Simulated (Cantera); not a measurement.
Input (Python, Cantera) and output of one run.

```python
import numpy as np
import cantera as ct

gas_names = """
    Hg N NO NO2 NO3 N2 N2O O O2 O3
""".split()
cond_names = """
    Hg(cr) Hg(L) HgO(s)
""".split()


def load(file, names, dense=False):
    # The tables refer to 1 bar. Condensed volumes are neglected.
    table = {s.name: s for s in ct.Species.list_from_file(file)}
    out = []
    for n in names:
        d = dict(table[n].input_data)
        d["thermo"] = dict(d["thermo"], **{"reference-pressure": 1e5})
        if dense:
            d["equation-of-state"] = {"model": "constant-volume", "density": "1e6 g/cm^3"}
        out.append(ct.Species.from_dict(d))
    return out


gas = ct.Solution(thermo="ideal-gas", species=load("nasa_gas.yaml", gas_names))
cond = {s.name: ct.Solution(thermo="fixed-stoichiometry", species=[s], name=s.name)
        for s in load("nasa_condensed.yaml", cond_names, dense=True)}
atoms = {
    'HgO': {'Hg': 1, 'O': 1},
    'N2': {'N': 2},
}
top_T = {}  # K; cautious upper limits of use, not melting points


def equilibrate(T, P, feed):
    n = {}
    for name, mol in feed.items():
        for a, k in atoms[name].items():
            n[a] = n.get(a, 0.0) + k * mol
    gas.TPX = T, P, n
    mass = sum(n.values()) * gas.mean_molecular_weight
    gas.equilibrate("TP")
    valid = [c for c in cond.values() if c.min_temp <= T <= top_T.get(c.name, c.max_temp)]
    mix = ct.Mixture([(gas, mass / gas.mean_molecular_weight)] + [(c, 0.0) for c in valid])
    mix.T, mix.P = T, P
    mix.equilibrate("TP", solver="vcs", rtol=1e-11, max_steps=5000)
    return mix


results = []
T = 1275  # K
P = 3900  # Pa
for m in [0.12, 0.24, 0.48, 0.94, 1.8, 3.6, 7.1]:
    feed = {'HgO': 1, 'N2': m}  # mol
    mix = equilibrate(T, P, feed)
    results.append((T, P, feed, dict(zip(mix.species_names, mix.species_moles))))

top = {s: max(r[3][s] / sum(r[3][g] for g in gas_names) for r in results) for s in gas_names}
cols = sorted((s for s in top if top[s] > 0.0001), key=lambda s: -top[s])[:9]
seen = [c for c in cond_names if any(r[3].get(c, 0) > 1e-12 for r in results)]
print("log10 of partial pressures in bar; condensed amounts in mol")
print(f"{'n(N2)':>10s}" + "".join(f"{s[:9]:>10s}" for s in cols + seen))
for T, P, feed, n in results:
    ng = sum(n[g] for g in gas_names)
    print(f"{feed['N2']:10.4g}" + "".join(f"{np.log10(max(n[s] / ng * P / 1e5, 1e-99)):10.3f}" for s in cols)
          + "".join(f"{n.get(c, 0):10.4g}" for c in seen))
```

It prints:

```
log10 of partial pressures in bar; condensed amounts in mol
     n(N2)        N2        Hg        O2        NO
      0.12    -2.540    -1.618    -1.920    -5.313
      0.24    -2.270    -1.649    -1.951    -5.194
      0.48    -2.025    -1.706    -2.007    -5.100
      0.94    -1.823    -1.796    -2.098    -5.044
       1.8    -1.672    -1.927    -2.229    -5.034
       3.6    -1.560    -2.117    -2.418    -5.073
       7.1    -1.492    -2.343    -2.645    -5.153
```

Equilibrium computed with Cantera from the NASA thermochemical tables; the gas is ideal and each condensed phase is pure.
